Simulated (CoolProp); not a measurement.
R236EA at 328.01 K and 0.371 MPa flows at 0.11 m/s in a round tube of 4.6 mm bore and 45 µm roughness, fully developed (64/Re and Nu = 3.66 if laminar; Colebrook and Gnielinski if turbulent). Each further row changes one setting.

Computed with CoolProp (reference Helmholtz-energy equation of state, Rui 2013).

```json
[
 {"case": "as stated", "Reynolds number": "___", "Darcy friction factor": "0.0661", "pressure drop (Pa/m)": "1.98", "heat-transfer coefficient (W/(m² K))": "13.4", "mass flow (kg/h)": "___"},
 {"case": "velocity 0.22 m/s", "Reynolds number": "1940", "Darcy friction factor": "0.0331", "pressure drop (Pa/m)": "3.97", "heat-transfer coefficient (W/(m² K))": "13.4", "mass flow (kg/h)": "0.300"},
 {"case": "diameter 9.2 mm", "Reynolds number": "1940", "Darcy friction factor": "0.0331", "pressure drop (Pa/m)": "___", "heat-transfer coefficient (W/(m² K))": "6.68", "mass flow (kg/h)": "0.601"}
]
```

Problem. What belongs in the gaps?

Solution. 
- as stated, Reynolds number: 968
- as stated, mass flow (kg/h): 0.150
- diameter 9.2 mm, pressure drop (Pa/m): 0.496

Viscosity comes from a separate model (Huber 2003), an estimate that may be off by 10 % or more. Thermal conductivity comes from a separate model (Huber 2003), an estimate that may be off by 10 % or more.
